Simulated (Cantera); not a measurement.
An isothermal, constant-pressure homogeneous reactor starts with H₂ : O₂ : N₂ = 0.054 : 1 : 0.63 (molar parts), at 1275 K and 1.58 Torr.

Model: GRI-Mech 3.0 (53 species, 325 reactions), integrated in Cantera. Radical loss at walls, strong at low pressure, is not modelled.

### Question
Predict: x(H₂) at 200 s; x(O₂) at 200 s; x(NO) at 200 s; x(HO₂) at 200 s; x(OH) at 200 s; x(N₂O) at 200 s.

### Answer
```
Quantity                                           Result
---------------  ----------------------------------------
x(H₂) at 200 s    6.42e-7 (gas-phase equilibrium 5.16e-8)
x(O₂) at 200 s        0.587 (gas-phase equilibrium 0.587)
x(NO) at 200 s   4.85e-7 (gas-phase equilibrium 0.000391)
x(HO₂) at 200 s   5.67e-9 (gas-phase equilibrium 7.77e-9)
x(OH) at 200 s    9.53e-5 (gas-phase equilibrium 2.70e-5)
x(N₂O) at 200 s  2.15e-9 (gas-phase equilibrium 8.36e-10)
```
